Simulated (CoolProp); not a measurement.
Values from CoolProp's reference Helmholtz-energy equation of state, Lemmon 2005. It is a short technical equation, of lower accuracy than the large ones.

Problem. For isobutene, give the phase and the cp (kJ/(kg K)), cv (kJ/(kg K)), speed of sound (m/s) at 550 K and 0.00635 MPa; 550 K and 0.476 MPa; 550 K and 2.01 MPa.

Solution. 
- 550 K and 0.00635 MPa: gas; cp 2.49, cv 2.34, speed of sound 294
- 550 K and 0.476 MPa: gas; cp 2.50, cv 2.34, speed of sound 290
- 550 K and 2.01 MPa: gas; cp 2.57, cv 2.36, speed of sound 277
